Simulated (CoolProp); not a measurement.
Aqueous potassium formate as a coolant, at -6 °C, 1 atm.

Values from CoolProp's Melinder's fits for secondary coolants.

```json
[
 {"mass %": "15.8", "freezing point (°C)": "-8.5", "cp (kJ/(kg K))": "3.582", "conductivity (W/(m K))": "0.532", "Prandtl number": "17.1", "density (kg/m³)": "1101"},
 {"mass %": "18.5", "freezing point (°C)": "-10.5", "cp (kJ/(kg K))": "3.481", "conductivity (W/(m K))": "0.528", "Prandtl number": "17.4", "density (kg/m³)": "1119"},
 {"mass %": "21.1", "freezing point (°C)": "-12.5", "cp (kJ/(kg K))": "3.387", "conductivity (W/(m K))": "0.524", "Prandtl number": "17.7", "density (kg/m³)": "1137"},
 {"mass %": "23.8", "freezing point (°C)": "-14.8", "cp (kJ/(kg K))": "3.294", "conductivity (W/(m K))": "0.520", "Prandtl number": "18.2", "density (kg/m³)": "1155"},
 {"mass %": "26.5", "freezing point (°C)": "-17.4", "cp (kJ/(kg K))": "3.206", "conductivity (W/(m K))": "0.515", "Prandtl number": "18.7", "density (kg/m³)": "1174"},
 {"mass %": "29.1", "freezing point (°C)": "-20.1", "cp (kJ/(kg K))": "3.125", "conductivity (W/(m K))": "0.511", "Prandtl number": "19.2", "density (kg/m³)": "1193"},
 {"mass %": "31.8", "freezing point (°C)": "-23.3", "cp (kJ/(kg K))": "3.046", "conductivity (W/(m K))": "0.505", "Prandtl number": "19.8", "density (kg/m³)": "1212"},
 {"mass %": "34.5", "freezing point (°C)": "-26.8", "cp (kJ/(kg K))": "2.971", "conductivity (W/(m K))": "0.500", "Prandtl number": "20.5", "density (kg/m³)": "1232"}
]
```
